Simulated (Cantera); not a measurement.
Standard-state values (1 bar) from the NASA 1993 polynomials, evaluated with Cantera. Values are per mole of reaction as written; species without (g) are pure solids or liquids, kept so even where they would boil at 1 bar.

### Question
Between 2300 and 2550 K, where is each reaction favourable under standard conditions?
- 3 O₂(g) + 2 PH₃(g) → 3 H₂O₂(g) + P₂(g)

### Answer
- 3 O₂(g) + 2 PH₃(g) → 3 H₂O₂(g) + P₂(g): ΔG° is -1 kJ at 2300 K and 30 kJ at 2550 K; it changes sign between 2300 and 2350 K. ΔH° is -292 kJ and ΔS° -127 J/K at 2550 K.
